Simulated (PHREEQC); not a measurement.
Make-up at 87 °C: 0.61 mol CaCl2 per kg of water. Closed to the air; pH follows from the charge balance.

The numbers come from PHREEQC with the Pitzer model, pitzer.dat.

Problem. The ionic strength comes out as 1.83 mol/kgw. What activity coefficients do Cl-, Ca+2, OH-, H+ get?

Solution. Cl- 0.57, Ca+2 0.17, OH- 0.15, H+ 0.82. Single-ion values are on the MacInnes scale.

Precipitation was switched off in this run. At this temperature some constants are extrapolated from 25 °C, and those without enthalpy data are left unchanged.
